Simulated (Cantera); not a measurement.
A freely propagating, adiabatic, planar premixed flame of 29.6 % H2, 14.8 % O2, 55.6 % N2, unburnt at 398 K and 1580 Torr; multicomponent+Soret transport, grid criteria slope 0.08 and curve 0.16, no radiation.

Computed with Cantera and the H2/O2 subset of GRI-Mech 3.0, which has no nitrogen chemistry. The hydrogen kinetics of GRI-Mech 3.0 are dated; newer H2 mechanisms differ, most at raised pressure. Burning velocities carry a grid error of a few per cent, more on coarse grids.

Question: Predict: laminar burning velocity; thermal thickness; peak x(O); peak x(HO2); peak x(H).

Answer: 
| Item | Result |
|---|---|
| laminar burning velocity | 323 cm/s |
| thermal thickness | 0.146 mm |
| peak x(O) | 0.00899 |
| peak x(HO2) | 0.000700 |
| peak x(H) | 0.0341 |
